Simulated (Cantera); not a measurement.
Cantera run, input and output.

```python
import numpy as np
import cantera as ct

gas = ct.Solution("gri30.yaml")
gas.TPX = 1925, 12000, {'NO': 1, 'N2': 3.2}
reactor = ct.IdealGasConstPressureReactor(gas, energy="off", clone=False)
net = ct.ReactorNet([reactor])
net.rtol, net.atol = 1e-08, 1e-18
show = ['NO', 'O2', 'O', 'N2O', 'NO2']
times = np.geomspace(0.0001, 2, 9)

steps = ct.SolutionArray(gas, extra=["t"])
rows = []
print(f"{'t/s':>10s}{'T/K':>9s}{'P/Pa':>11s}" + "".join(f"{s:>11s}" for s in show))
for t in times:
    while net.time < t:
        t_next = net.step()
        steps.append(gas.state, t=t_next)
    rows.append([np.interp(t, steps.t, y) for y in (steps.T, steps.P, *steps(*show).X.T)])
    print(f"{t:10.3e}{rows[-1][0]:9.1f}{rows[-1][1]:11.4g}" + "".join(f"{x:11.3e}" for x in rows[-1][2:]))
rate = np.gradient(steps.T, steps.t)
print("integrator steps:", len(steps.t))
if steps.T.max() > steps.T[0] + 200:
    print(f"time of steepest temperature rise: {steps.t[rate.argmax()]:.4e} s")
gas.TPX = 1925, 12000, {'NO': 1, 'N2': 3.2}
gas.equilibrate("TP")
print(f"equilibrium (TP): T = {gas.T:.1f} K  " + "  ".join(f"{s} {gas[s].X[0]:.3e}" for s in show))
```

Result:

```
       t/s      T/K       P/Pa         NO         O2          O        N2O        NO2
 1.000e-04   1925.0    1.2e+04  2.381e-01  6.640e-10  4.455e-07  4.448e-07  7.173e-09
 3.448e-04   1925.0    1.2e+04  2.381e-01  7.866e-09  1.516e-06  1.501e-06  7.803e-08
 1.189e-03   1925.0    1.2e+04  2.381e-01  9.547e-08  5.144e-06  4.813e-06  7.073e-07
 4.101e-03   1925.0    1.2e+04  2.381e-01  1.432e-06  1.858e-05  1.307e-05  4.466e-06
 1.414e-02   1925.0    1.2e+04  2.379e-01  2.839e-05  5.702e-05  2.281e-05  1.551e-05
 4.877e-02   1925.0    1.2e+04  2.375e-01  2.410e-04  7.301e-05  2.421e-05  1.984e-05
 1.682e-01   1925.0    1.2e+04  2.359e-01  1.024e-03  7.908e-05  2.380e-05  2.174e-05
 5.800e-01   1925.0    1.2e+04  2.303e-01  3.798e-03  9.734e-05  2.245e-05  2.721e-05
 2.000e+00   1925.0    1.2e+04  2.103e-01  1.378e-02  1.443e-04  1.821e-05  3.894e-05
integrator steps: 464
equilibrium (TP): T = 1925.0 K  NO 4.879e-03  O2 1.164e-01  O 3.645e-04  N2O 1.010e-07  NO2 2.470e-06
```

Computed with Cantera and GRI-Mech 3.0 (53 species, 325 reactions).
